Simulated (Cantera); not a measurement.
Cantera run, input and output.

```python
import numpy as np
import cantera as ct

gas = ct.Solution("gri30.yaml")


def delay(T, t_max=10):
    gas.TPX = T, 1800000, {'CH4': 1, 'O2': 2.78, 'N2': 13.1}
    reactor = ct.IdealGasConstPressureReactor(gas, clone=False)
    net = ct.ReactorNet([reactor])
    net.rtol, net.atol = 1e-8, 1e-16
    while net.time < t_max:
        t_old, T_old = net.time, reactor.T
        net.step()
        if reactor.T > T + 400:  # ignition: a rise of 400 K
            return t_old + (T + 400 - T_old) / (reactor.T - T_old) * (net.time - t_old)
    return np.nan


taus = []
for T in [1023, 1123, 1223, 1323, 1423, 1523, 1623, 1723, 1823]:
    taus.append(delay(T))
    print(f"T0 = {T:6g} K   tau = {taus[-1]:.4e} s")
```

Output:

```
T0 =   1023 K   tau = 3.3005e-02 s
T0 =   1123 K   tau = 7.1027e-03 s
T0 =   1223 K   tau = 2.0026e-03 s
T0 =   1323 K   tau = 6.6475e-04 s
T0 =   1423 K   tau = 2.4561e-04 s
T0 =   1523 K   tau = 9.8459e-05 s
T0 =   1623 K   tau = 4.2390e-05 s
T0 =   1723 K   tau = 1.9611e-05 s
T0 =   1823 K   tau = 9.7931e-06 s
```

Detailed kinetics in Cantera: GRI-Mech 3.0 (53 species, 325 reactions). The pressure lies above the range GRI-Mech 3.0 was tuned for (to about 10 atm).
